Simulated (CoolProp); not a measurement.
Properties of fluorine at several states.

The numbers come from the reference Helmholtz-energy equation of state, de Reuck 1990 in CoolProp.

```
T (K)  p (kPa)   phase  density (kg/m³)  cp (kJ/(kg K))  cv (kJ/(kg K))  expansivity (1/kK)
-----  -------  ------  ---------------  --------------  --------------  ------------------
277.6      428     gas            7.064          0.8189          0.5957               3.648
59.7      1480  liquid             1669           1.463          0.8912               3.722
101       1600  liquid             1387           1.581          0.7758               5.829
111.6    13300  liquid             1355           1.532          0.7548               5.453
```
